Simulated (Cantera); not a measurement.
## Thermodynamics of abatement and gas-phase synthesis, feed N2O + O2 + H2 + SO2

A closed system holds: 1 mol N2O, 0.7 mol O2, 0.89 mol H2, 0.096 mol SO2, equilibrated at 1700 Pa.

Cantera equilibrium calculation (NASA polynomials, part measured and part estimated; ideal gas, pure solids and liquids). Candidate condensed phases: H2O, H2SO4, S; 35 gas species. Equilibrium is a limit: real reactors are often held back by kinetics, nucleation or transport.

```csv
T (K),x N2,x O,x H2O,x O2,x H,x OH,x H2,x SO2,x NO,x SO
1623,0.364,7.64e-5,0.324,0.274,3.40e-6,0.00112,4.11e-5,0.0350,0.00166,1.13e-6
1773,0.363,0.000376,0.323,0.273,3.07e-5,0.00310,0.000198,0.0350,0.00293,7.48e-6
1923,0.361,0.00144,0.319,0.270,0.000197,0.00729,0.000742,0.0349,0.00472,3.70e-5
2073,0.358,0.00454,0.312,0.265,0.000964,0.0150,0.00228,0.0346,0.00704,0.000145
2223,0.353,0.0121,0.297,0.257,0.00378,0.0274,0.00592,0.0339,0.00984,0.000469
2373,0.343,0.0283,0.270,0.242,0.0122,0.0449,0.0131,0.0323,0.0129,0.00129
2523,0.326,0.0584,0.224,0.221,0.0332,0.0652,0.0243,0.0290,0.0158,0.00301
2673,0.300,0.108,0.160,0.191,0.0752,0.0819,0.0366,0.0235,0.0180,0.00587
2823,0.267,0.177,0.0906,0.151,0.140,0.0858,0.0425,0.0160,0.0188,0.00925
2973,0.234,0.259,0.0379,0.107,0.212,0.0720,0.0363,0.00869,0.0180,0.0114
3123,0.209,0.336,0.0119,0.0665,0.267,0.0490,0.0235,0.00358,0.0160,0.0107
```
x: gas mole fraction; nothing condenses.

From 1623 K to 3123 K nothing is condensed.
